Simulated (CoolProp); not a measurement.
n-perfluorobutane at several states: Z from the reference equation and from simpler models built on Tc = 386.3 K, pc = 2.322 MPa, ω = 0.372; each cubic takes its own stable root.

Values from CoolProp's reference Helmholtz-energy equation of state, Gao 2022.

```json
[
 {"T (K)": "334.6", "p (MPa)": "8.34", "phase": "liquid", "reference": "0.5004", "van der Waals": "0.7246", "Redlich-Kwong": "0.5402", "Soave-Redlich-Kwong": "0.5233", "Peng-Robinson": "0.4657"},
 {"T (K)": "301", "p (MPa)": "0.811", "phase": "liquid", "reference": "0.05182", "van der Waals": "0.08481", "Redlich-Kwong": "0.05928", "Soave-Redlich-Kwong": "0.05542", "Peng-Robinson": "0.04890"},
 {"T (K)": "389.2", "p (MPa)": "0.265", "phase": "gas", "reference": "0.9632", "van der Waals": "0.9658", "Redlich-Kwong": "0.9610", "Soave-Redlich-Kwong": "0.9612", "Peng-Robinson": "0.9569"},
 {"T (K)": "249.8", "p (MPa)": "5.83", "phase": "liquid", "reference": "0.3944", "van der Waals": "0.6153", "Redlich-Kwong": "0.4299", "Soave-Redlich-Kwong": "0.4132", "Peng-Robinson": "0.3671"}
]
```
